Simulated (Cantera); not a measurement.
A closed system holds: 1 mol SiHCl3, 0.49 mol N2.

These are equilibrium values from Cantera (NASA tables, ideal gas, pure condensed phases), not measurements of a reactor. Candidate condensed phases: NH4Cl, Si, Si3N4; 28 gas species. N2 is the only nitrogen source here; it is nearly inert below about 1500 K, so the nitride shown seldom forms there in practice. The tables' values for SiCl3 are old estimates. Rates play no part.

Stable condensed phases, one row left out:

```
T in K \ P in Pa
              5     17     59    210    710   2400   8400  29000 100000
   1950       A      A      A      A      A      A      A      A      A
   1900       A      A      A      A      A      A      A      A      A
   1850       A      A      A      A      A      A      A      A      A
   1800       A      A      A      A      A      A      A      A      B
   1750       A      A      A      A      A      A      A      A      B
   1650       A      A      A      A      A      A      A      B      B
   1600       A      A      A      A      A      A      B      B      B
   1550       A      A      A      A      A      B      B      B      B
   1500       A      A      A      A      B      B      B      B      B
   1450       A      A      A      A      B      B      B      B      B
   1400       A      A      A      B      B      B      B      B      B
   1350       A      A      B      B      B      B      B      B      B
```

A: gas only; B: Si3N4.

Give the row for 1700 K.

5: gas only; 17: gas only; 59: gas only; 210: gas only; 710: gas only; 2400: gas only; 8400: gas only; 29000: Si3N4; 100000: Si3N4.
